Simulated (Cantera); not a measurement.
An adiabatic, constant-pressure homogeneous reactor starts with CO : H₂ : CH₄ : O₂ : N₂ = 1 : 0.042 : 0.2 : 1.37 : 5.17 (molar parts), at 1525 K and 290000 Pa.

Computed with Cantera and GRI-Mech 3.0 (53 species, 325 reactions).

Task: Predict: time of steepest temperature rise; temperature at 0.200 s; equilibrium temperature; x(CO) at 0.200 s; x(H₂) at 0.200 s; x(O₂) at 0.200 s.

Result: 
- time of steepest temperature rise: 89.7 µs
- temperature at 0.200 s: 2697 K
- equilibrium temperature: 2697 K
- x(CO) at 0.200 s: 0.0299 (gas-phase equilibrium 0.0299)
- x(H₂) at 0.200 s: 0.00175 (gas-phase equilibrium 0.00175)
- x(O₂) at 0.200 s: 0.0632 (gas-phase equilibrium 0.0632)
